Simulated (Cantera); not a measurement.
Input (Python, Cantera):

```python
import numpy as np
import cantera as ct

gas = ct.Solution("gri30.yaml")
gas.TPX = 348, 11000, {'CH4': 1, 'O2': 1.67, 'N2': 4.67}
flame = ct.FreeFlame(gas, width=0.19)
flame.set_refine_criteria(ratio=3, slope=0.08, curve=0.16)
flame.transport_model = "mixture-averaged"
flame.solve(loglevel=0, auto=True)
z, T = flame.grid, flame.T
thick = (T[-1] - T[0]) / np.gradient(T, z).max()
show = ['CH4', 'O2', 'HCO', 'HO2', 'C2H6', 'CH3']
print(f"laminar burning velocity  {flame.velocity[0] * 100:.3f} cm/s")
print(f"burnt temperature         {T[-1]:.1f} K")
print(f"thermal thickness         {thick * 1e3:.4f} mm")
print(f"grid points               {len(z)}")
z0 = z[flame.heat_release_rate.argmax()]
print(f"{'z/mm':>9s}{'T/K':>9s}{'u/(m/s)':>9s}" + "".join(f"{s:>11s}" for s in show))
rows = []
for k in (-3, -2, -1.5, -1, -0.5, -0.25, 0, 0.25, 0.5, 1, 2, 4, 8):
    zz = z0 + k * thick
    rows.append([k * thick, np.interp(zz, z, T), np.interp(zz, z, flame.velocity),
                 *(np.interp(zz, z, flame.X[gas.species_index(s)]) for s in show)])
    print(f"{rows[-1][0] * 1e3:9.3f}{rows[-1][1]:9.1f}{rows[-1][2]:9.3f}" + "".join(f"{x:11.3e}" for x in rows[-1][3:]))
```

Output:

```
laminar burning velocity  104.134 cm/s
burnt temperature         2339.9 K
thermal thickness         2.1618 mm
grid points               157
     z/mm      T/K  u/(m/s)        CH4         O2        HCO        HO2       C2H6        CH3
   -6.485    348.0    1.042  1.362e-01  2.274e-01  1.359e-19  1.034e-08  4.243e-10  3.210e-09
   -4.324    348.3    1.045  1.358e-01  2.269e-01  1.627e-15  4.321e-07  3.692e-08  1.100e-07
   -3.243    350.9    1.056  1.351e-01  2.260e-01  1.125e-12  5.093e-06  7.998e-07  9.892e-07
   -2.162    409.3    1.246  1.302e-01  2.208e-01  2.923e-09  6.748e-05  5.874e-05  1.627e-05
   -1.081    929.4    2.914  9.249e-02  1.794e-01  1.928e-06  5.636e-05  1.477e-03  1.138e-03
   -0.540   1411.5    4.513  4.992e-02  1.266e-01  4.590e-05  1.519e-04  1.186e-03  5.491e-03
    0.000   1828.0    5.932  1.383e-02  6.948e-02  1.336e-04  1.064e-04  1.034e-04  5.377e-03
    0.540   2021.0    6.588  1.750e-03  3.400e-02  6.926e-05  1.688e-05  1.111e-06  1.344e-03
    1.081   2068.4    6.734  1.269e-04  1.897e-02  9.930e-06  1.784e-06  4.590e-09  1.311e-04
    2.162   2086.7    6.763  5.199e-07  1.149e-02  8.408e-08  5.864e-07  1.147e-13  6.361e-07
    4.324   2099.5    6.782  7.201e-11  9.799e-03  2.548e-08  5.195e-07  3.142e-20  9.734e-11
    8.647   2114.7    6.821  5.030e-15  9.269e-03  2.391e-08  4.991e-07  1.784e-25  8.494e-15
   17.295   2139.6    6.888  1.465e-16  8.623e-03  2.177e-08  4.773e-07  3.042e-30  1.217e-15
```

Model: GRI-Mech 3.0 (53 species, 325 reactions), integrated in Cantera. Burning velocities carry a grid error of a few per cent, more on coarse grids.
